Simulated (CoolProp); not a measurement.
Dimethyl carbonate along the isotherm 326.85 °C: density (kg/m³) from the reference equation and from simpler models built on Tc = 283.9 °C, pc = 49.09 bar, ω = 0.346; each cubic takes its own stable root.

Values from CoolProp's reference Helmholtz-energy equation of state, Zhou 2011.

```tsv
p (bar)	phase	reference	ideal gas	van der Waals	Redlich-Kwong
32.7	gas	73.94	59.04	73.30	74.44
65.5	supercritical	227.5	118.3	268.2	244.4
98.2	supercritical	466.3	177.3	394.3	438.3
131	supercritical	557.3	236.5	436.2	509.3
164	supercritical	606.2	296.1	462.9	554.0
196	supercritical	638.6	353.9	482.1	586.1
229	supercritical	664.2	413.5	498.0	612.6
262	supercritical	684.9	473.1	511.1	634.7
295	supercritical	702.4	532.7	522.3	653.7
327	supercritical	717.2	590.4	531.8	669.8
360	supercritical	730.7	650.0	540.5	684.7
393	supercritical	742.9	709.6	548.2	698.0
425	supercritical	753.7	767.4	555.1	709.8
458	supercritical	763.9	827.0	561.5	721.0
491	supercritical	773.4	886.6	567.5	731.3
```
